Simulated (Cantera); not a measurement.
Charge: 1 mol CO, 0.13 mol O2, 24 mol H2, 0.97 mol CO2, at 100 Torr.

Cantera equilibrium calculation (NASA polynomials, part measured and part estimated; ideal gas, pure solids and liquids). Candidate condensed phases: C, C6H6, C7H8, C8H18, H2O; 110 gas species. Rates play no part.

x: gas mole fraction; nothing condenses.

```
T (K)   x H2       x H    x CO   x H2O     x CO2      x OH
-----  -----  --------  ------  ------  --------  --------
1375   0.879   8.80e-6  0.0740  0.0455         …   8.20e-9
1475   0.878   3.33e-5  0.0743  0.0458         …   4.55e-8
1575   0.878  0.000107  0.0745  0.0460         …   2.03e-7
1675   0.878  0.000298  0.0747  0.0462         …   7.58e-7
1775   0.877  0.000742  0.0748  0.0463         …   2.44e-6
1875   0.876   0.00168  0.0748  0.0464         …   6.93e-6
1975   0.874   0.00350  0.0748  0.0464  0.000884   1.77e-5
2075   0.871   0.00681  0.0748  0.0463  0.000819   4.13e-5
2175   0.866    0.0124  0.0746  0.0462  0.000766   8.92e-5
2275   0.857    0.0215  0.0743  0.0459  0.000721  0.000180
2375   0.844    0.0355  0.0738  0.0455  0.000682  0.000340
2475   0.825    0.0560  0.0731  0.0447  0.000647  0.000611
2575   0.798    0.0847  0.0720  0.0436  0.000614   0.00104
2675   0.762     0.123  0.0705  0.0419  0.000582   0.00170
```

Some entries are withheld; supply them.


- 1375, x CO2: 0.00185
- 1475, x CO2: 0.00156
- 1575, x CO2: 0.00135
- 1675, x CO2: 0.00118
- 1775, x CO2: 0.00106
- 1875, x CO2: 0.000962
